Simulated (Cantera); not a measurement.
## Equilibrium for nitride etching: AlN + H2 + N2

A closed system holds: 1 mol AlN, 360 mol H2, 1.3 mol N2, held at 1850 °C and 9100 Pa.

These are equilibrium values from Cantera (NASA tables, ideal gas, pure condensed phases), not measurements of a reactor. Candidate condensed phases: Al, AlN; 13 gas species. The numbers say what is thermodynamically allowed, not how fast it happens.

The x(H2) is 0.981, the x(H) is 0.0118 and the x(N2) comes out as 0.00493. The x(Al) comes out as 0.00257 and the x(AlH) comes out as 0.000167. The gas amount is 364.9 mol and the log10 activity of Al(l) (absent) is -1.87.
